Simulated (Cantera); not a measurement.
A Cantera script and what it prints.

```python
import numpy as np
import cantera as ct

gas_names = """
    C CO COS CO2 CS CS2 C2 C2O C3 C3O2 C4 C5 O O2 O3 S SO SO2 SO3 S2 S2O S8
""".split()
cond_names = """
    C(gr) S(cr1) S(cr2) S(L)
""".split()


# ... load() reads the species with a 1 bar reference pressure and builds the phases ...
atoms = {
    'CS2': {'C': 1, 'S': 2},
    'SO2': {'S': 1, 'O': 2},
    'O2': {'O': 2},
}
top_T = {'C(gr)': 4500}  # K; cautious upper limits of use, not melting points


# ... equilibrate(T, P, feed) seeds the gas with the atoms and calls Mixture.equilibrate('TP', solver="vcs", rtol=1e-11, max_steps=5000) ...
results = []
T = 700  # K
P = 200  # Pa
for m in [0.11, 0.23, 0.35, 0.47, 0.59, 0.71, 0.83, 0.95]:
    feed = {'CS2': 1, 'SO2': m, 'O2': 0.45}  # mol
    mix = equilibrate(T, P, feed)
    results.append((T, P, feed, dict(zip(mix.species_names, mix.species_moles))))
    x = sorted(zip(gas.X, gas.species_names), reverse=True)
    print(f"T = {T:g} K  P = {P:g} Pa  n(SO2) = {m:g} mol  gas = {mix.phase_moles(0):.4g} mol")
    print("   x: " + "  ".join(f"{s} {v:.3e}" for v, s in x if v > 0.001))
    print("   condensed (mol): " + ("  ".join(f"{mix.phase(i).name} {mix.phase_moles(i):.4g}"
          for i in range(1, mix.n_phases) if mix.phase_moles(i) > 1e-12) or "none"))
```

It prints:

```
T = 700 K  P = 200 Pa  n(SO2) = 0.11 mol  gas = 1.632 mol
   x: S2 3.872e-01  COS 2.935e-01  CO2 1.850e-01  CS2 1.115e-01  CO 2.252e-02
   condensed (mol): none
T = 700 K  P = 200 Pa  n(SO2) = 0.23 mol  gas = 1.808 mol
   x: S2 4.466e-01  CO2 2.511e-01  COS 2.334e-01  CS2 5.196e-02  CO 1.667e-02
   condensed (mol): none
T = 700 K  P = 200 Pa  n(SO2) = 0.35 mol  gas = 1.982 mol
   x: S2 4.950e-01  CO2 3.207e-01  COS 1.553e-01  CS2 1.800e-02  CO 1.053e-02
   condensed (mol): none
T = 700 K  P = 200 Pa  n(SO2) = 0.47 mol  gas = 2.155 mol
   x: S2 5.351e-01  CO2 3.923e-01  COS 6.494e-02  CO 4.238e-03  CS2 2.574e-03
   condensed (mol): none
T = 700 K  P = 200 Pa  n(SO2) = 0.59 mol  gas = 2.307 mol
   x: S2 5.467e-01  CO2 4.310e-01  SO2 1.786e-02  COS 2.192e-03  S2O 1.285e-03
   condensed (mol): none
T = 700 K  P = 200 Pa  n(SO2) = 0.71 mol  gas = 2.428 mol
   x: S2 5.199e-01  CO2 4.107e-01  SO2 6.527e-02  S2O 2.366e-03  COS 1.052e-03
   condensed (mol): none
T = 700 K  P = 200 Pa  n(SO2) = 0.83 mol  gas = 2.549 mol
   x: S2 4.953e-01  CO2 3.916e-01  SO2 1.088e-01  S2O 2.946e-03
   condensed (mol): none
T = 700 K  P = 200 Pa  n(SO2) = 0.95 mol  gas = 2.669 mol
   x: S2 4.730e-01  CO2 3.741e-01  SO2 1.485e-01  S2O 3.325e-03
   condensed (mol): none
```

Equilibrium computed with Cantera from the NASA thermochemical tables; the gas is ideal and each condensed phase is pure. Gases not in the tables: S3 to S7.
